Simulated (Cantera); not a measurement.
Cantera run:

```python
import numpy as np
import cantera as ct

gas_names = [...]  # 139 gases of nasa_gas.yaml made of C, H, N, O, Pb
cond_names = """
    C(gr) C6H6(L) C7H8(L) C8H18(L),n-octa H2O(s) H2O(L) Pb(cr) Pb(L) PbO(rd) PbO(yw) PbO(L) PbO2(s)
    Pb3O4(s)
""".split()


# ... load() reads the species with a 1 bar reference pressure and builds the phases ...
atoms = {
    'Pb': {'Pb': 1},
    'H2O': {'H': 2, 'O': 1},
    'N2': {'N': 2},
    'CO': {'C': 1, 'O': 1},
}
top_T = {'C(gr)': 4500, 'Pb3O4(s)': 820}  # K; cautious upper limits of use, not melting points


# ... equilibrate(T, P, feed) seeds the gas with the atoms and calls Mixture.equilibrate('TP', solver="vcs", rtol=1e-11, max_steps=5000) ...
results = []
feed = {'Pb': 1, 'H2O': 0.095, 'N2': 39, 'CO': 25}  # mol
T = 1875  # K
for P in [10, 120, 1600, 19000, 240000, 3000000]:
    mix = equilibrate(T, P, feed)
    results.append((T, P, feed, dict(zip(mix.species_names, mix.species_moles))))

top = {s: max(r[3][s] / sum(r[3][g] for g in gas_names) for r in results) for s in gas_names}
cols = sorted((s for s in top if top[s] > 1e-06), key=lambda s: -top[s])[:7]
seen = [c for c in cond_names if any(r[3].get(c, 0) > 1e-12 for r in results)]
print("log10 of partial pressures in bar; condensed amounts in mol")
print(f"{'P/Pa':>10s}" + "".join(f"{s[:9]:>10s}" for s in cols + seen))
for T, P, feed, n in results:
    ng = sum(n[g] for g in gas_names)
    print(f"{P:10.4g}" + "".join(f"{np.log10(max(n[s] / ng * P / 1e5, 1e-99)):10.3f}" for s in cols)
          + "".join(f"{n.get(c, 0):10.4g}" for c in seen))
```

Output:

```
log10 of partial pressures in bar; condensed amounts in mol
      P/Pa        N2        CO        Pb         H       CO2        H2       Pb2     Pb(L)
        10    -4.223    -4.418    -5.814    -6.785    -6.842    -7.203   -13.829         0
       120    -3.143    -3.338    -4.735    -6.118    -5.763    -5.870   -11.671         0
      1600    -2.018    -2.213    -3.609    -5.517    -4.638    -4.668    -9.421         0
   1.9e+04    -0.944    -1.138    -2.535    -4.970    -3.564    -3.572    -7.271         0
   2.4e+05     0.158    -0.037    -1.434    -4.416    -2.461    -2.465    -5.069         0
     3e+06     1.255     1.060    -0.360    -3.869    -1.354    -1.372    -2.922   0.04842
```

These are equilibrium values from Cantera (NASA tables, ideal gas, pure condensed phases), not measurements of a reactor.
